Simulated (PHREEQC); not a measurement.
Solution A (0.78 mol/kgw NaCl and 0.033 mol/kgw Na2B4O7) is mixed with solution B (0.2 mol NaHSO4 and 7.2e-05 mol Na2B4O7 per kg of water) at 25 °C; shares are by mass of water, 1 kg in all. CO2 from the air is kept out. Only these solids could form: Halite, Mirabilite, Thenardite, Borax, Boric_acid,s, NaBO2:4H2O, NaB5O8:5H2O, Teepleite.

Computed with PHREEQC (Pitzer model, pitzer.dat).

```csv
share of solution B,pH,B(OH)3 (mol/kgw),HSO4- (mol/kgw),SO4-2 (mol/kgw),B(OH)4- (mol/kgw),B4O5(OH)4-2 (mol/kgw),B3O3(OH)4- (mol/kgw)
0,8.94,0.0423,0,0,0.0487,0.00546,0.00638
0.1,8.53,0.0597,7.48e-10,0.0200,0.0265,0.00301,0.00685
0.2,7.87,0.0838,7.37e-9,0.0400,0.00786,0.000488,0.00399
0.3,2.17,0.0925,0.00526,0.0547,1.70e-8,0,1.04e-8
0.4,1.74,0.0793,0.0169,0.0631,5.27e-9,0,2.31e-9
0.5,1.56,0.0661,0.0300,0.0700,2.77e-9,0,8.24e-10
0.6,1.44,0.0530,0.0443,0.0757,1.65e-9,0,3.06e-10
0.7,1.37,0.0398,0.0596,0.0804,9.95e-10,0,1.01e-10
0.8,1.31,0.0266,0.0758,0.0842,5.59e-10,0,2.47e-11
0.9,1.26,0.0135,0.0930,0.0870,2.44e-10,0,2.66e-12
1,1.22,0.000288,0.111,0.0887,4.60e-12,0,0
```
